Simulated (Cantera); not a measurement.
## Premixed flame

A freely propagating, adiabatic, planar premixed flame of 40.3 % H₂, 9.59 % O₂, 36.0 % N₂, 14.1 % H₂O, equivalence ratio 2.1, unburnt at 698 K and 100.0 Torr; mixture-averaged transport, grid criteria slope 0.08 and curve 0.16, no radiation.

Cantera simulation using the H2/O2 subset of GRI-Mech 3.0, which has no nitrogen chemistry; the numbers are that mechanism's predictions, not measurements. Burning velocities carry a grid error of a few per cent, more on coarse grids.

```csv
z (mm),T (K),u (m/s),x H₂,x O₂,x H₂O,x H,x O,x HO₂
-19.2,698,8.18,0.403,0.0959,0.141,<1e-8,<1e-8,<1e-8
-12.8,698,8.18,0.403,0.0959,0.141,<1e-8,<1e-8,<1e-8
-9.59,698,8.18,0.403,0.0959,0.141,<1e-8,<1e-8,<1e-8
-6.40,698,8.18,0.403,0.0959,0.141,6.98e-7,1.00e-8,9.12e-7
-3.20,707,8.27,0.401,0.0956,0.142,0.000522,1.09e-5,5.00e-5
-1.60,807,9.36,0.381,0.0916,0.154,0.00935,0.000256,3.73e-5
0,1110,12.6,0.270,0.0534,0.236,0.0646,0.00316,1.38e-5
1.60,1317,14.8,0.183,0.00828,0.325,0.102,0.00277,1.89e-6
3.20,1400,15.7,0.177,0.00225,0.338,0.0993,0.00203,4.76e-7
6.40,1491,16.6,0.184,0.00159,0.342,0.0869,0.00183,3.07e-7
12.8,1595,17.6,0.193,0.00125,0.345,0.0717,0.00153,2.24e-7
25.6,1704,18.6,0.201,0.000876,0.349,0.0560,0.00112,1.50e-7
51.2,1807,19.6,0.210,0.000525,0.354,0.0410,0.000701,9.16e-8
```
x: mole fraction of selected species; z is measured from the peak of heat release.

| Property | Result |
|---|---|
| laminar burning velocity | 818 cm/s |
| thermal thickness | 6.40 mm |
| peak x(H) | 0.103 |
| peak x(O) | 0.00375 |
| peak x(HO₂) | 5.01e-5 |
| grid points | 129 |
